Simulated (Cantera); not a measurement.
An isothermal, constant-pressure homogeneous reactor starts with CH4 : H2 : CO2 = 0.0029 : 1 : 0.0073 (molar parts), at 1523 K and 10.00 Torr. Integrator tolerance rtol = 1e-08.

Model: GRI-Mech 3.0 (53 species, 325 reactions), integrated in Cantera. Radical loss at walls, strong at low pressure, is not modelled.

### Question
What does this change do: temperature 1523 to 2225 K?

### Answer
| quantity | before | after |
|---|---|---|
| x(CH4) at 4.00 s | 0.00284 (gas-phase equilibrium 1.30e-9) | 4.12e-12 (gas-phase equilibrium 4.34e-12) |
| x(H2) at 4.00 s | 0.984 (gas-phase equilibrium 0.985) | 0.932 (gas-phase equilibrium 0.931) |
| x(CO2) at 4.00 s | 0.00171 (gas-phase equilibrium 1.64e-5) | 8.15e-6 (gas-phase equilibrium 8.15e-6) |
| x(OH) at 4.00 s | 3.25e-8 (gas-phase equilibrium 2.70e-8) | 3.48e-5 (gas-phase equilibrium 3.53e-5) |
| x(H) at 4.00 s | 0.000176 (gas-phase equilibrium 0.000200) | 0.0539 (gas-phase equilibrium 0.0546) |
